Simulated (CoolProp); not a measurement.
Saturation properties of ethane (Tc = 305.3 K, pc = 4872 kPa, ω = 0.099).

Computed with CoolProp (reference Helmholtz-energy equation of state, Bücker 2006).

```
T (K)  p (kPa)  liquid viscosity (µPa s)  vapour viscosity (µPa s)
-----  -------  ------------------------  ------------------------
190.1    135.3                       155                      6.06
196.2    182.2                       145                      6.26
202.3    240.8                       135                      6.47
208.4    312.6                       125                      6.68
214.6    400.9                       117                      6.89
220.7    504.9                       109                      7.11
226.8    627.6                       102                      7.34
233      773.6                      95.0                      7.59
239.1    940.2                      88.7                      7.84
245.2     1131                      82.7                      8.11
251.3     1350                      77.0                      8.41
257.5     1601                      71.5                      8.73
263.6     1881                      66.2                      9.09
```

It boils at 184.6 K under 1 atm.

Viscosity comes from a separate model (Friend 1991).
